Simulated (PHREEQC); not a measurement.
Solution (25 °C): 0.86 mol Na2CO3 per kg of water. Closed to the air; pH follows from the charge balance.

The numbers come from PHREEQC with the Pitzer model, pitzer.dat.

Precipitation was switched off in this run.

Question: Predict the pH, activity of water.

Answer: pH 11.68; activity of water 0.968.

Complexes and solids missing from the database can't appear. In brines, pH and single-ion activities rest on the MacInnes convention.
